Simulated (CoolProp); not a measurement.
R21 at 293.15 K and 0.0851 MPa is compressed adiabatically to 0.44 MPa with isentropic efficiency 0.7. Each further row changes one setting.

The numbers come from the reference Helmholtz-energy equation of state, Platzer 1990 in CoolProp. This equation is an older, rougher fit.

```json
[
 {"case": "as stated", "work (kJ/kg)": "59.8", "final temperature (K)": "…", "final density (kg/m³)": "…"},
 {"case": "efficiency 1", "work (kJ/kg)": "41.9", "final temperature (K)": "367.1", "final density (kg/m³)": "15.8"},
 {"case": "efficiency 0.65", "work (kJ/kg)": "…", "final temperature (K)": "398.8", "final density (kg/m³)": "14.3"}
]
```

Task: Some entries are withheld; supply them.

Result: 
- as stated, final temperature (K): 392.4
- as stated, final density (kg/m³): 14.6
- efficiency 0.65, work (kJ/kg): 64.4
